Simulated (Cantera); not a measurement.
Feed: 1 mol FeCl2, 3.7 mol HCl, 10 mol N2, at 852 °C and 0.850 bar.

Cantera equilibrium calculation (NASA polynomials, part measured and part estimated; ideal gas, pure solids and liquids). Candidate condensed phases: Fe, FeCl2, FeCl3, NH4Cl; 18 gas species. Kinetics and transport are ignored.

Question: What is the equilibrium state?

Answer: 
- x(N2): 0.684
- x(HCl): 0.252
- x(FeCl2): 0.0579
- x(Fe2Cl4): 0.00483
- x(FeCl3): 0.000821
- x(H2): 0.000411
- gas amount: 14.62 mol
- log10 activity of FeCl2(l) (absent): -0.42
- log10 activity of Fe(α) (absent): -2.90
